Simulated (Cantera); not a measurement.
A Cantera script and what it prints.

```python
import numpy as np
import cantera as ct

gas_names = [...]  # 91 gases of nasa_gas.yaml made of C, Cl, H
cond_names = """
    C(gr) C6H6(L) C7H8(L) C8H18(L),n-octa
""".split()


# ... load() reads the species with a 1 bar reference pressure and builds the phases ...
atoms = {
    'CH3Cl': {'C': 1, 'H': 3, 'CL': 1},
    'CH4': {'C': 1, 'H': 4},
    'H2': {'H': 2},
    'HCl': {'H': 1, 'CL': 1},
}
top_T = {'C(gr)': 4500}  # K; cautious upper limits of use, not melting points


# ... equilibrate(T, P, feed) seeds the gas with the atoms and calls Mixture.equilibrate('TP', solver="vcs", rtol=1e-11, max_steps=5000) ...
results = []
feed = {'CH3Cl': 1, 'CH4': 0.36, 'H2': 11, 'HCl': 0.032}  # mol
P = 5700  # Pa
for T in [2250, 2300, 2350, 2400, 2450, 2500, 2550, 2600, 2650, 2700, 2750, 2800, 2850]:
    mix = equilibrate(T, P, feed)
    results.append((T, P, feed, dict(zip(mix.species_names, mix.species_moles))))

top = {s: max(r[3][s] / sum(r[3][g] for g in gas_names) for r in results) for s in gas_names}
cols = sorted((s for s in top if top[s] > 0.0001), key=lambda s: -top[s])[:6]
seen = [c for c in cond_names if any(r[3].get(c, 0) > 1e-12 for r in results)]
print("log10 of partial pressures in bar; condensed amounts in mol")
print(f"{'T/K':>10s}" + "".join(f"{s[:9]:>10s}" for s in cols + seen))
for T, P, feed, n in results:
    ng = sum(n[g] for g in gas_names)
    print(f"{T:10.4g}" + "".join(f"{np.log10(max(n[s] / ng * P / 1e5, 1e-99)):10.3f}" for s in cols)
          + "".join(f"{n.get(c, 0):10.4g}" for c in seen))
```

Output:

```
log10 of partial pressures in bar; condensed amounts in mol
       T/K        H2         H       HCL C2H2,acet        CL       C2H     C(gr)
      2250    -1.293    -2.776    -2.386    -3.768    -4.009    -6.652     1.276
      2300    -1.297    -2.663    -2.391    -3.662    -3.899    -6.372     1.252
      2350    -1.303    -2.556    -2.397    -3.561    -3.795    -6.105     1.222
      2400    -1.310    -2.453    -2.405    -3.467    -3.695    -5.850     1.187
      2450    -1.318    -2.356    -2.414    -3.377    -3.601    -5.606     1.145
      2500    -1.328    -2.264    -2.426    -3.294    -3.512    -5.373     1.096
      2550    -1.340    -2.176    -2.439    -3.216    -3.428    -5.151     1.038
      2600    -1.354    -2.093    -2.455    -3.144    -3.348    -4.938    0.9715
      2650    -1.371    -2.015    -2.474    -3.078    -3.273    -4.736    0.8944
      2700    -1.390    -1.941    -2.496    -3.018    -3.204    -4.542    0.8057
      2750    -1.413    -1.871    -2.521    -2.964    -3.139    -4.358    0.7032
      2800    -1.439    -1.807    -2.550    -2.916    -3.079    -4.182    0.5838
      2850    -1.469    -1.746    -2.583    -2.874    -3.023    -4.015    0.4418
```

These are equilibrium values from Cantera (NASA tables, ideal gas, pure condensed phases), not measurements of a reactor.
